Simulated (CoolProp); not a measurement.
Fluorine along the isobar 1.99 MPa: fugacity coefficient from the reference equation and from simpler models built on Tc = -128.7 °C, pc = 5.240 MPa, ω = 0.045; each cubic takes its own stable root.

Model: reference Helmholtz-energy equation of state, de Reuck 1990, in CoolProp.

```
T (°C)    phase  reference
-------  ------  ---------
-165.35  liquid     0.3528
-147.85     gas     0.8075
-130.45     gas     0.8720
-112.95     gas     0.9111
-95.45      gas     0.9363
-77.95      gas     0.9533
-60.55      gas     0.9651
-43.05      gas     0.9738
-25.55      gas     0.9803
-8.05       gas     0.9852
9.35        gas     0.9891
26.85       gas     0.9921
```

Problem. How far does each simpler model (van der Waals, Redlich-Kwong, Peng-Robinson) lie from the reference over these 12 states: mean and median of the absolute difference, and the worst?

Solution. 
- van der Waals: mean 7.3 %, median 0.7 %, worst +76.8 % at -165.35 °C and 1.99 MPa
- Redlich-Kwong: mean 0.4 %, median 0.3 %, worst +1.3 % at -165.35 °C and 1.99 MPa
- Peng-Robinson: mean 1.0 %, median 0.9 %, worst -1.8 % at -130.45 °C and 1.99 MPa
